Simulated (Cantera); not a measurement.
Input (Python, Cantera) and output of one run.

```python
import numpy as np
import cantera as ct

gas_names = """
    H HNO HNO2 HNO3 HO2 H2 H2O H2O2 Hg N NH NH2 NH3 NH2OH NO NO2 NO3 N2 N2H2 N2H4 N2O O OH O2 O3
""".split()
cond_names = """
    H2O(s) H2O(L) Hg(cr) Hg(L) HgO(s)
""".split()


# ... load() reads the species with a 1 bar reference pressure and builds the phases ...
atoms = {
    'Hg': {'Hg': 1},
    'O2': {'O': 2},
    'N2': {'N': 2},
    'H2': {'H': 2},
}
top_T = {}  # K; cautious upper limits of use, not melting points


# ... equilibrate(T, P, feed) seeds the gas with the atoms and calls Mixture.equilibrate('TP', solver="vcs", rtol=1e-11, max_steps=5000) ...
results = []
feed = {'Hg': 1, 'O2': 2, 'N2': 66, 'H2': 9.4}  # mol
T = 1050  # K
P = 120000  # Pa
mix = equilibrate(T, P, feed)
results.append((T, P, feed, dict(zip(mix.species_names, mix.species_moles))))
x = sorted(zip(gas.X, gas.species_names), reverse=True)
print(f"T = {T:g} K  P = {P:g} Pa  gas = {mix.phase_moles(0):.4g} mol")
print("   x: " + "  ".join(f"{s} {v:.3e}" for v, s in x if v > 0.0001))
print("   condensed (mol): " + ("  ".join(f"{mix.phase(i).name} {mix.phase_moles(i):.4g}"
      for i in range(1, mix.n_phases) if mix.phase_moles(i) > 1e-12) or "none"))
```

It prints:

```
T = 1050 K  P = 120000 Pa  gas = 76.4 mol
   x: N2 8.639e-01  H2 7.067e-02  H2O 5.236e-02  Hg 1.309e-02
   condensed (mol): none
```

Method: chemical equilibrium by Gibbs-energy minimisation in Cantera with the NASA 1993 tables (ideal gas, pure condensed phases).
